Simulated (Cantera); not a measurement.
Input (Python, Cantera):

```python
import numpy as np
import cantera as ct

gas = ct.Solution("gri30.yaml")


def delay(T, t_max=10):
    gas.TPX = T, 101325, {'CH4': 1, 'O2': 4.08, 'N2': 15.3}
    reactor = ct.IdealGasConstPressureReactor(gas, clone=False)
    net = ct.ReactorNet([reactor])
    net.rtol, net.atol = 1e-8, 1e-16
    while net.time < t_max:
        t_old, T_old = net.time, reactor.T
        net.step()
        if reactor.T > T + 400:  # ignition: a rise of 400 K
            return t_old + (T + 400 - T_old) / (reactor.T - T_old) * (net.time - t_old)
    return np.nan


taus = []
for T in [1050, 1125, 1200, 1275, 1350, 1425, 1500, 1575, 1650, 1725]:
    taus.append(delay(T))
    print(f"T0 = {T:6g} K   tau = {taus[-1]:.4e} s")
```

Result:

```
T0 =   1050 K   tau = 3.2037e-01 s
T0 =   1125 K   tau = 9.5219e-02 s
T0 =   1200 K   tau = 3.1089e-02 s
T0 =   1275 K   tau = 1.1133e-02 s
T0 =   1350 K   tau = 4.3791e-03 s
T0 =   1425 K   tau = 1.9014e-03 s
T0 =   1500 K   tau = 9.1403e-04 s
T0 =   1575 K   tau = 4.8309e-04 s
T0 =   1650 K   tau = 2.7635e-04 s
T0 =   1725 K   tau = 1.6836e-04 s
```

Detailed kinetics in Cantera: GRI-Mech 3.0 (53 species, 325 reactions).
